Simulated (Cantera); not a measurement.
Standard-state values (1 bar) from the NASA 1993 polynomials, evaluated with Cantera. Values are per mole of reaction as written; species without (g) are pure solids or liquids, kept so even where they would boil at 1 bar.

8 Cl₂(g) + 2 Ti₂O₃ ⇌ 4 TiCl₄ + 3 O₂(g), with ΔH° = -174.7 kJ and ΔS° = -313.4 J/K at 300 K.

Q: How far is the shortcut ΔG° ≈ ΔH°(300 K) − T·ΔS°(300 K) from the full temperature-dependent value at 373, 398, 423, 448, 473, 498, 523, 548 K?

A: 
```tsv
T (K)	shortcut (kJ)	full (kJ)	difference (kJ)	difference in log10 K
373	-57.8	-59.4	1.6	-0.23
398	-50.0	-52.7	2.8	-0.36
423	-42.1	-46.3	4.2	-0.52
448	-34.3	-40.1	5.8	-0.68
473	-26.5	-34.1	7.6	-0.84
498	-18.6	-28.1	9.5	-0.99
523	-10.8	-22.3	11.5	-1.15
548	-3.0	-16.6	13.7	-1.30
```
The shortcut ignores the heat-capacity change of the reaction.
